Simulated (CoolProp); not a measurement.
Vapour-liquid equilibrium of benzene (1) + n-dodecane (2) at 104 kPa; x and y are mole fractions of (1).

The numbers come from the multi-fluid Helmholtz-energy mixture model, Thol 2012 and Lemmon 2004; pair parameters Bell 2016 in CoolProp.

| x | bubble temperature (K) | y at the bubble point | dew temperature at overall composition x (K) | liquid density (mol/L) |
|---|---|---|---|---|
| 0.05 | 469.8 | 0.417 | 488.4 | 3.708 |
| 0.2 | 419.9 | 0.890 | 481.6 | 4.393 |
| 0.35 | 392.8 | 0.968 | 473.8 | 5.081 |
| 0.5 | 377.8 | 0.987 | 464.5 | 5.853 |
| 0.65 | 368.3 | 0.994 | 452.7 | 6.795 |
| 0.8 | 361.5 | 0.997 | 435.9 | 8.017 |
| 0.95 | 355.8 | 0.999 | 401.8 | 9.692 |

No azeotrope shows between x = 0.05 and 0.95.

Pair parameters are fitted to limited data, so mixtures are less certain than the pure fluids. The gap from Raoult's law changes sign with composition, which may be real or a fault of the pair parameters; it wasn't checked against measurements.
